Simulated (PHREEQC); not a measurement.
PHREEQC input (ion-association model, wateq4f.dat):

```
SOLUTION_MASTER_SPECIES
  An  An-  0  An  62.0  # stands for a non-complexing anion
SOLUTION_SPECIES
  An- = An-
    -log_k 0
    -gamma 3.0 0
PHASES
  Fix_H+
    H+ = H+
    -log_k 0
SOLUTION 1
  temp 25
  units mmol/kgw
  pH 7 charge
  Cl 0.0064
  Zn 0.0032
  B 0.23
  Na 1
  An 1
END
SELECTED_OUTPUT 1
  -reset false
  -pH true
  -pe true
  -ionic_strength true
  -water true
  -totals B Cl Na Zn
  -molalities Hfo_wOH Hfo_wOH2+ Hfo_wO- Hfo_sOH Hfo_sOH2+ Hfo_sO- Hfo_sOZn+ Hfo_wOZn+ Hfo_wH2BO3
  -saturation_indices Zn(OH)2-a Zn5(OH)8Cl2 Halite
USER_PUNCH 1
  -headings sigma psi
  10 PUNCH EDL("sigma", "Hfo"), EDL("psi", "Hfo")
PRINT
  -reset false
USE solution 1
SURFACE 1
  Hfo_wOH 8.76404e-05 600 0.039
  Hfo_sOH 2.19101e-06
EQUILIBRIUM_PHASES 1
  Fix_H+ -3 HAn 10
    -force_equality true
  O2(g) -0.68 10
END
# ... the last block is repeated for the other 16 points of pH, with NaOH or the acid as the point needs
```

Selected output (columns that matter, 17 of 17 rows; pH added in front):

```
pH	mu	B	Na	Zn	m_Hfo_wOH	m_Hfo_wOH2+	m_Hfo_wO-	m_Hfo_sOH	m_Hfo_sOH2+	si_Zn(OH)2-a	si_Zn5(OH)8Cl2	si_Halite	sigma	psi
3	0.0020886	0.00022997	0.001	3.2e-06	2.731e-05	6.002e-05	2.8468e-07	6.8295e-07	1.5009e-06	-12.03	-52.834	-9.8198	0.25249	0.23355
3.5	0.0013595	0.00022996	0.001	3.2e-06	4.4311e-05	4.2222e-05	1.0653e-06	1.1083e-06	1.0561e-06	-11.015	-48.749	-9.8117	0.17396	0.22544
4	0.0011275	0.00022995	0.001	3.1999e-06	5.5139e-05	3.0137e-05	2.3111e-06	1.3793e-06	7.5384e-07	-10.009	-44.716	-9.8086	0.11761	0.21014
4.5	0.0010518	0.00022994	0.001	3.1992e-06	6.1363e-05	2.2361e-05	3.8577e-06	1.5346e-06	5.5919e-07	-9.0072	-40.706	-9.8075	0.078211	0.19098
5	0.001026	0.00022994	0.001	3.1937e-06	6.4655e-05	1.7429e-05	5.4946e-06	1.6131e-06	4.3482e-07	-8.0073	-36.705	-9.8072	0.050465	0.16915
5.5	0.0010165	0.00022994	0.001	3.1497e-06	6.6214e-05	1.4374e-05	6.9876e-06	1.6201e-06	3.517e-07	-7.0131	-32.734	-9.807	0.031409	0.14513
6	0.0010119	0.00022994	0.001	2.8557e-06	6.6889e-05	1.2416e-05	8.2552e-06	1.4231e-06	2.6415e-07	-6.0558	-28.948	-9.807	0.018943	0.11958
6.5	0.0010076	0.00022994	0.001	1.9709e-06	6.7111e-05	1.0914e-05	9.4537e-06	8.1297e-07	1.3221e-07	-5.2177	-25.757	-9.8069	0.011163	0.093396
7	0.0010081	0.00022994	0.0010043	9.6786e-07	6.6889e-05	9.7786e-06	1.0482e-05	2.9614e-07	4.3292e-08	-4.5299	-23.319	-9.805	0.0062918	0.066555
7.5	0.0010108	0.00022994	0.0010097	2.4257e-07	6.6401e-05	9.0099e-06	1.1211e-05	1.4551e-07	1.9744e-08	-4.1442	-22.39	-9.8027	0.0031008	0.038892
8	0.0010203	0.00022994	0.0010201	3.485e-08	6.6189e-05	8.64e-06	1.1616e-05	1.2382e-07	1.6163e-08	-4.0512	-22.925	-9.7984	0.00075694	0.010309
8.5	0.0010464	0.00022995	0.0010465	7.301e-09	6.6107e-05	8.3968e-06	1.1923e-05	1.2126e-07	1.5403e-08	-4.0296	-23.817	-9.7877	-0.0014014	-0.018567
9	0.0011033	0.00022996	0.0011038	4.0749e-09	6.6019e-05	8.116e-06	1.2303e-05	1.2082e-07	1.4853e-08	-4.0138	-24.739	-9.7654	-0.0041165	-0.047306
9.5	0.0011908	0.00022998	0.0011918	3.7998e-09	6.5851e-05	7.6964e-06	1.2907e-05	1.2049e-07	1.4082e-08	-3.9906	-25.625	-9.7333	-0.0083481	-0.075585
10	0.0013097	0.00022999	0.0013115	4.1371e-09	6.5471e-05	7.0313e-06	1.3966e-05	1.1982e-07	1.2868e-08	-3.9515	-26.43	-9.6933	-0.015469	-0.10299
10.5	0.0015592	0.00023	0.0015627	5.1731e-09	6.4526e-05	5.969e-06	1.598e-05	1.1817e-07	1.0932e-08	-3.8807	-27.079	-9.6202	-0.028182	-0.12873
11	0.0022949	0.00023	0.0023013	8.6401e-09	6.1846e-05	4.3115e-06	2.0323e-05	1.1354e-07	7.9155e-09	-3.7406	-27.387	-9.4598	-0.052987	-0.15104
```

The oxide is taken as insoluble; below pH 4 it would dissolve.
